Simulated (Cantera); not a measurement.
A closed system holds: 1 mol Si3N4, 0.068 mol O2, 4.1 mol H2, held at 750 Torr.

Cantera equilibrium calculation (NASA polynomials, part measured and part estimated; ideal gas, pure solids and liquids). Candidate condensed phases: H2O, Si, SiO2, Si2N2O, Si3N4; 35 gas species. Mutual solubility and eutectic melting of coexisting phases are not modelled. Kinetics and transport are ignored. All values below are at 1723 K.

Base state: H2 0.989, N2 0.0110, H 0.000181, SiO 5.52e-5 (mole fractions); condensed: Si2N2O(s) + Si3N4(s).

**Question.** What changes in the equilibrium state with this change: Si3N4 replaced by SiC?

**Answer.** 
```json
[
 {"species": "H2", "before": "0.989", "after": "0.979"},
 {"species": "CO", "before": "0", "after": "0.0132"},
 {"species": "SiO", "before": "5.52e-5", "after": "0.00726"},
 {"species": "N2", "before": "0.0110", "after": "0"},
 {"species": "CH4", "before": "0", "after": "8.62e-5"},
 {"species": "H2O", "before": "2.44e-7", "after": "6.13e-5"},
 {"species": "Si2N2O(s), mol", "before": "0.136", "after": "0"},
 {"species": "Si3N4(s), mol", "before": "0.909", "after": "0"},
 {"species": "SiC(s), mol", "before": "0", "after": "0.944"},
 {"species": "SiO2(condensed), mol", "before": "0", "after": "0.0251"}
]
```
The tables hold silica as quartz up to 1696 K and as liquid above; real silica turns to tridymite and cristobalite and melts near 1996 K. Further candidate phases: C, C6H6, C7H8, C8H18, SiC.

**Question.** What changes in the equilibrium state with this change: O2 from 0.068 to 0.015 mol?

**Answer.** 
```
species           before     after
--------------  --------  --------
H2                 0.989     0.997
N2                0.0110   0.00248
H               0.000181  0.000182
SiO              5.52e-5   9.07e-5
SiH2             6.04e-6   1.64e-5
Si2N2O(s), mol     0.136    0.0296
Si3N4(s), mol      0.909     0.980
```
Gases not in the tables: Si2H6 and higher silanes.
